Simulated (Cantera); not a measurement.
An isothermal, constant-pressure homogeneous reactor starts with 1.96 % H2, 56.0 % O2, 42.0 % N2, equivalence ratio 0.018, at 1175 K and 0.00957 atm.

Computed with Cantera and GRI-Mech 3.0 (53 species, 325 reactions). Radical loss at walls, strong at low pressure, is not modelled.

x: mole fraction; the columns are a selection and need not sum to one.

| t (s) | x H2 | x O2 | x NO | x HO2 | x NO2 | x OH | x H2O |
|---|---|---|---|---|---|---|---|
| 4.00e-5 | 0.0196 | 0.560 | <1e-12 | 1.81e-10 | <1e-12 | 2.72e-11 | 1.58e-12 |
| 0.000169 | 0.0196 | 0.560 | <1e-12 | 7.65e-10 | <1e-12 | 3.31e-10 | 8.77e-11 |
| 0.000711 | 0.0196 | 0.560 | <1e-12 | (withheld) | <1e-12 | (withheld) | (withheld) |
| 0.00300 | 0.0196 | 0.560 | <1e-12 | 1.59e-8 | <1e-12 | 4.53e-7 | 9.28e-7 |
| 0.0126 | 0.000465 | 0.545 | 8.46e-9 | 1.22e-6 | <1e-12 | 0.00161 | 0.0169 |
| 0.0533 | 0.000198 | 0.546 | 6.50e-8 | 1.04e-6 | 2.29e-12 | 0.00117 | 0.0180 |
| 0.225 | 9.09e-5 | 0.552 | 1.39e-7 | 7.88e-7 | 8.08e-12 | 0.000795 | 0.0190 |
| 0.949 | 1.41e-5 | 0.555 | 1.58e-7 | 3.21e-7 | 2.80e-11 | 0.000314 | 0.0196 |
| 4.00 | (withheld) | 0.556 | 1.60e-7 | (withheld) | 7.37e-11 | (withheld) | 0.0198 |

Question: What belongs in the gaps?

Answer: 
- 0.000711, x HO2: 3.23e-9
- 0.000711, x OH: 3.44e-9
- 0.000711, x H2O: 3.76e-9
- 4.00, x H2: 1.16e-6
- 4.00, x HO2: 5.97e-8
- 4.00, x OH: 9.07e-5
